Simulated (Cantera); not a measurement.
**Low-pressure radical oxidation in H2/O2**

An isothermal, constant-pressure homogeneous reactor starts with 22.6 % H2, 77.4 % O2, at 1075 K and 0.00990 bar.

Model: GRI-Mech 3.0 (53 species, 325 reactions), integrated in Cantera. Radical loss at walls, strong at low pressure, is not modelled. The temperature is held fixed by assumption; the heat of reaction is taken as removed at once.

```json
[
 {"t (s)": "8.00e-5", "x H2": "0.226", "x O2": "0.774", "x O": "1.51e-10", "x OH": "9.68e-11", "x H2O2": "<1e-12", "x HO2": "6.80e-10", "x H2O": "1.22e-10"},
 {"t (s)": "0.000277", "x H2": "0.226", "x O2": "0.774", "x O": "1.76e-9", "x OH": "8.68e-10", "x H2O2": "1.33e-12", "x HO2": "2.37e-9", "x H2O": "3.38e-9"},
 {"t (s)": "0.000961", "x H2": "0.226", "x O2": "0.774", "x O": "1.84e-7", "x OH": "8.65e-8", "x H2O2": "1.73e-11", "x HO2": "1.05e-8", "x H2O": "5.45e-7"},
 {"t (s)": "0.00333", "x H2": "0.0556", "x O2": "0.690", "x O": "0.0375", "x OH": "0.00940", "x H2O2": "3.84e-7", "x HO2": "7.95e-6", "x H2O": "0.126"},
 {"t (s)": "0.0115", "x H2": "0.00720", "x O2": "0.700", "x O": "0.0358", "x OH": "0.00557", "x H2O2": "2.81e-7", "x HO2": "1.03e-5", "x H2O": "0.212"},
 {"t (s)": "0.0400", "x H2": "0.00115", "x O2": "0.739", "x O": "0.00521", "x OH": "0.00215", "x H2O2": "4.09e-7", "x HO2": "8.48e-6", "x H2O": "0.250"},
 {"t (s)": "0.139", "x H2": "6.49e-5", "x O2": "0.744", "x O": "0.000294", "x OH": "0.000501", "x H2O2": "2.16e-7", "x HO2": "2.13e-6", "x H2O": "0.255"},
 {"t (s)": "0.480", "x H2": "5.65e-6", "x O2": "0.745", "x O": "2.74e-5", "x OH": "0.000154", "x H2O2": "6.94e-8", "x HO2": "3.12e-7", "x H2O": "0.255"},
 {"t (s)": "1.67", "x H2": "8.51e-7", "x O2": "0.745", "x O": "4.40e-6", "x OH": "6.16e-5", "x H2O2": "2.22e-8", "x HO2": "5.76e-8", "x H2O": "0.255"},
 {"t (s)": "5.77", "x H2": "1.75e-7", "x O2": "0.745", "x O": "9.37e-7", "x OH": "2.84e-5", "x H2O2": "7.12e-9", "x HO2": "1.34e-8", "x H2O": "0.255"},
 {"t (s)": "20.0", "x H2": "4.21e-8", "x O2": "0.745", "x O": "2.30e-7", "x OH": "1.41e-5", "x H2O2": "2.23e-9", "x HO2": "4.13e-9", "x H2O": "0.255"}
]
```
x: mole fraction; the columns are a selection and need not sum to one.

Equilibrium at this temperature and pressure: H2 2.09e-9, O2 0.745, O 1.15e-8, OH 3.13e-6, H2O2 1.51e-10, HO2 3.70e-9, H2O 0.255 (gas phase only).
